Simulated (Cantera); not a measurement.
A Cantera script and its output.

```python
import numpy as np
import cantera as ct

gas = ct.Solution("gri30.yaml")
gas.TPX = 300, 720000, {'CH4': 1, 'CO': 0.47, 'O2': 1.72, 'N2': 6.46}
flame = ct.FreeFlame(gas, width=0.01)
flame.set_refine_criteria(ratio=3, slope=0.08, curve=0.16)
flame.transport_model = "mixture-averaged"
flame.solve(loglevel=0, auto=True)
z, T = flame.grid, flame.T
thick = (T[-1] - T[0]) / np.gradient(T, z).max()
show = ['CH4', 'CO', 'O2', 'CH2', 'CO2', 'CH2O']
print(f"laminar burning velocity  {flame.velocity[0] * 100:.3f} cm/s")
print(f"burnt temperature         {T[-1]:.1f} K")
print(f"thermal thickness         {thick * 1e3:.4f} mm")
print(f"grid points               {len(z)}")
z0 = z[flame.heat_release_rate.argmax()]
print(f"{'z/mm':>9s}{'T/K':>9s}{'u/(m/s)':>9s}" + "".join(f"{s:>11s}" for s in show))
rows = []
for k in (-3, -2, -1.5, -1, -0.5, -0.25, 0, 0.25, 0.5, 1, 2, 4, 8):
    zz = z0 + k * thick
    rows.append([k * thick, np.interp(zz, z, T), np.interp(zz, z, flame.velocity),
                 *(np.interp(zz, z, flame.X[gas.species_index(s)]) for s in show)])
    print(f"{rows[-1][0] * 1e3:9.3f}{rows[-1][1]:9.1f}{rows[-1][2]:9.3f}" + "".join(f"{x:11.3e}" for x in rows[-1][3:]))
```

Result:

```
laminar burning velocity  10.886 cm/s
burnt temperature         2110.6 K
thermal thickness         0.1806 mm
grid points               146
     z/mm      T/K  u/(m/s)        CH4         CO         O2        CH2        CO2       CH2O
   -0.542    300.2    0.109  1.035e-01  4.865e-02  1.780e-01  7.438e-26  2.731e-07  2.129e-08
   -0.361    304.4    0.111  1.029e-01  4.856e-02  1.774e-01  8.824e-22  1.349e-05  1.079e-06
   -0.271    330.5    0.121  1.011e-01  4.863e-02  1.752e-01  8.094e-19  1.655e-04  1.343e-05
   -0.181    494.5    0.183  9.139e-02  5.044e-02  1.632e-01  5.342e-15  2.009e-03  1.600e-04
   -0.090   1070.4    0.401  5.749e-02  6.101e-02  1.121e-01  1.587e-09  1.531e-02  1.014e-03
   -0.045   1507.5    0.568  2.989e-02  7.150e-02  6.654e-02  3.872e-07  3.104e-02  9.926e-04
    0.000   1890.1    0.713  7.116e-03  7.961e-02  2.271e-02  1.323e-05  5.106e-02  2.688e-04
    0.045   2044.7    0.768  9.339e-04  7.745e-02  4.571e-03  1.176e-05  6.560e-02  5.016e-05
    0.090   2081.2    0.780  1.663e-04  7.403e-02  9.030e-04  2.693e-06  7.197e-02  9.212e-06
    0.181   2097.7    0.785  1.680e-05  7.182e-02  7.563e-05  1.946e-07  7.522e-02  7.247e-07
    0.361   2105.6    0.787  1.743e-06  7.144e-02  1.046e-05  9.672e-09  7.580e-02  5.353e-08
    0.723   2109.3    0.789  2.788e-07  7.150e-02  3.281e-06  6.573e-10  7.576e-02  1.124e-08
    1.445   2110.5    0.789  2.915e-08  7.154e-02  1.743e-06  4.018e-11  7.573e-02  7.080e-09
```

Computed with Cantera and GRI-Mech 3.0 (53 species, 325 reactions). Burning velocities carry a grid error of a few per cent, more on coarse grids.
